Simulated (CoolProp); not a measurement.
A simple Rankine cycle with tetrahydrofuran: condensing at 321.15 K, boiler at 2.96 MPa, turbine inlet 538.2 K, turbine efficiency 0.7, pump efficiency 0.7, no recuperator. Each further row changes one setting.

Model: reference Helmholtz-energy equation of state, Fiedler 2023, in CoolProp.

```json
[
 {"case": "as stated", "thermal efficiency (%)": "18.5", "net work (kJ/kg)": "134", "heat in (kJ/kg)": "722", "turbine exit temperature (K)": "434.8", "volume ratio over the turbine": "___"},
 {"case": "condensing temperature 313.15 K", "thermal efficiency (%)": "19.4", "net work (kJ/kg)": "143", "heat in (kJ/kg)": "___", "turbine exit temperature (K)": "428.7", "volume ratio over the turbine": "76.1"},
 {"case": "boiler pressure 2.07 MPa", "thermal efficiency (%)": "17.3", "net work (kJ/kg)": "129", "heat in (kJ/kg)": "741", "turbine exit temperature (K)": "449.4", "volume ratio over the turbine": "37.1"},
 {"case": "turbine efficiency 0.6", "thermal efficiency (%)": "15.8", "net work (kJ/kg)": "114", "heat in (kJ/kg)": "722", "turbine exit temperature (K)": "___", "volume ratio over the turbine": "58.5"}
]
```

Question: What belongs in the gaps?

Answer: 
- as stated, volume ratio over the turbine: 56.9
- condensing temperature 313.15 K, heat in (kJ/kg): 736
- turbine efficiency 0.6, turbine exit temperature (K): 446.8
